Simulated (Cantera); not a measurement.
Input (Python, Cantera):

```python
import numpy as np
import cantera as ct

gas = ct.Solution("gri30.yaml")
gas.TPX = 1125, 500000, {'CO': 0.0036, 'O2': 0.014, 'H2O': 0.00026, 'N2': 1}
inlet = ct.Reservoir(gas, clone=True)

reactor = ct.IdealGasConstPressureReactor(gas, energy="off", clone=False)
exhaust = ct.Reservoir(gas, clone=True)
tau = [14, 4.2, 1.3, 0.37, 0.11, 0.032, 0.0095, 0.0028, 0.00083, 0.00025][0]
for a, b in ((inlet, reactor), (reactor, exhaust)):
    ct.MassFlowController(a, b, mdot=lambda t: reactor.mass / tau)
net = ct.ReactorNet([reactor])
show = ['CO', 'O2', 'H2O', 'H2', 'NO2', 'NO', 'OH']

rows = []
print(f"{'tau/s':>10s}{'T/K':>9s}" + "".join(f"{s:>11s}" for s in show))
for tau in [14, 4.2, 1.3, 0.37, 0.11, 0.032, 0.0095, 0.0028, 0.00083, 0.00025]:
    net.initial_time = 0.0
    net.advance(30 * tau)
    before = gas.X
    net.advance(40 * tau)
    drift = np.max(np.abs(gas.X - before) / (gas.X + 1e-9))
    rows.append([gas.T, *gas[show].X, drift])
    print(f"{tau:10.3e}{gas.T:9.1f}" + "".join(f"{x:11.3e}" for x in gas[show].X))
```

Result:

```
     tau/s      T/K         CO         O2        H2O         H2        NO2         NO         OH
 1.400e+01   1125.0  3.466e-04  1.218e-02  2.556e-04  9.427e-08  1.754e-07  1.286e-07  4.094e-08
 4.200e+00   1125.0  8.712e-04  1.244e-02  2.552e-04  2.516e-07  8.889e-08  7.224e-08  4.202e-08
 1.300e+00   1125.0  1.738e-03  1.286e-02  2.548e-04  4.839e-07  2.714e-08  2.504e-08  4.293e-08
 3.700e-01   1125.0  2.710e-03  1.335e-02  2.545e-04  6.269e-07  4.158e-09  4.286e-09  4.234e-08
 1.100e-01   1125.0  3.259e-03  1.362e-02  2.546e-04  4.694e-07  4.198e-10  4.730e-10  3.877e-08
 3.200e-02   1125.0  3.469e-03  1.372e-02  2.549e-04  1.614e-07  2.492e-11  3.420e-11  2.931e-08
 9.500e-03   1125.0  3.532e-03  1.375e-02  2.553e-04  4.993e-09  1.004e-13  4.758e-13  6.304e-09
 2.800e-03   1125.0  3.537e-03  1.375e-02  2.554e-04  8.164e-12  5.289e-19  3.931e-16  1.045e-10
 8.300e-04   1125.0  3.537e-03  1.375e-02  2.554e-04  4.892e-13  2.525e-21  3.832e-17  2.230e-11
 2.500e-04   1125.0  3.537e-03  1.375e-02  2.554e-04  3.729e-14  1.843e-23  4.303e-18  5.832e-12
```

Computed with Cantera and GRI-Mech 3.0 (53 species, 325 reactions).
